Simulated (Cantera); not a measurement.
Charge: 1 mol Si3H8, 0.052 mol Cl2, 43 mol N2, at 752 °C and 133 Pa.

These are equilibrium values from Cantera (NASA tables, ideal gas, pure condensed phases), not measurements of a reactor. Candidate condensed phases: NH4Cl, Si, Si3N4; 28 gas species. The feed counts by its element totals alone. N2 is the only nitrogen source here; it is nearly inert below about 1500 K, so the nitride shown seldom forms there in practice. Kinetics and transport are ignored.

Base state: N2 0.910, H2 0.0876, HCl 0.00231 (mole fractions); condensed: Si3N4(s).

Problem. What changes in the equilibrium state with this change: Cl2 from 0.052 to 0.015 mol?

Solution. 
```json
[
 {"species": "N2", "before": "0.910", "after": "0.911"},
 {"species": "H2", "before": "0.0876", "after": "0.0885"},
 {"species": "HCl", "before": "0.00231", "after": "0.000666"},
 {"species": "Si3N4(s), mol", "before": "1.00", "after": "1.00"}
]
```
